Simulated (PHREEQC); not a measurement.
Make-up at 25 °C: 0.19 mol/kgw NaOH. It is in equilibrium with CO2 at log p = -3.4 (atm). Otherwise closed; pH follows from the charge balance.

Computed with PHREEQC (ion-association model, phreeqc.dat).

Each row changes one thing in this solution. No solid was allowed to form.

```json
[
 {"case": "as made", "pH": "9.80", "ionic strength (mol/kgw)": "0.191", "Na+ (mol/kgw)": "0.155", "HCO3- (mol/kgw)": "0.0507", "CO3-2 (mol/kgw)": "0.0358", "NaCO3- (mol/kgw)": "0.0326"},
 {"case": "NaOH from 0.19 to 0.285 mol/kgw", "pH": "9.86", "ionic strength (mol/kgw)": "(withheld)", "Na+ (mol/kgw)": "0.222", "HCO3- (mol/kgw)": "0.0590", "CO3-2 (mol/kgw)": "0.0516", "NaCO3- (mol/kgw)": "0.0595"},
 {"case": "0.044 mol/kgw H2SO4 added", "pH": "9.63", "ionic strength (mol/kgw)": "0.217", "Na+ (mol/kgw)": "(withheld)", "HCO3- (mol/kgw)": "0.0346", "CO3-2 (mol/kgw)": "0.0171", "NaCO3- (mol/kgw)": "(withheld)"},
 {"case": "NaOH replaced by NaHCO3 at the same molality", "pH": "9.80", "ionic strength (mol/kgw)": "0.191", "Na+ (mol/kgw)": "0.155", "HCO3- (mol/kgw)": "0.0507", "CO3-2 (mol/kgw)": "0.0358", "NaCO3- (mol/kgw)": "0.0326"},
 {"case": "temperature from 25 to 20 °C", "pH": "9.82", "ionic strength (mol/kgw)": "0.198", "Na+ (mol/kgw)": "0.160", "HCO3- (mol/kgw)": "0.0569", "CO3-2 (mol/kgw)": "0.0378", "NaCO3- (mol/kgw)": "0.0273"},
 {"case": "NaOH replaced by Na2HPO4 at the same molality", "pH": "8.42", "ionic strength (mol/kgw)": "0.518", "Na+ (mol/kgw)": "0.355", "HCO3- (mol/kgw)": "0.00226", "CO3-2 (mol/kgw)": "8.42e-5", "NaCO3- (mol/kgw)": "0.000123"},
 {"case": "NaOH from 0.19 to 0.38 mol/kgw", "pH": "9.89", "ionic strength (mol/kgw)": "0.351", "Na+ (mol/kgw)": "0.286", "HCO3- (mol/kgw)": "0.0651", "CO3-2 (mol/kgw)": "0.0657", "NaCO3- (mol/kgw)": "0.0892"}
]
```

Question: Fill in the missing entries.

Answer: 
- NaOH from 0.19 to 0.285 mol/kgw, ionic strength (mol/kgw): 0.274
- 0.044 mol/kgw H2SO4 added, Na+ (mol/kgw): 0.164
- 0.044 mol/kgw H2SO4 added, NaCO3- (mol/kgw): 0.0158

Species that the database lacks are ignored.
